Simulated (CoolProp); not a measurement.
Model: reference Helmholtz-energy equation of state, Thol 2016, in CoolProp.

**Question.** Give the vapour pressure (MPa), enthalpy of vaporisation (kJ/kg), surface tension (mN/m) of saturated hexamethyldisiloxane (MM) at 123.45 °C.

**Answer.** 
| T (°C) | p (MPa) | enthalpy of vaporisation (kJ/kg) | surface tension (mN/m) |
|---|---|---|---|
| 123.45 | 0.188 | 180 | 7.27 |

Surface tension comes from a separate correlation (Mulero 2014), older than this fluid's equation and unchecked against measurements.
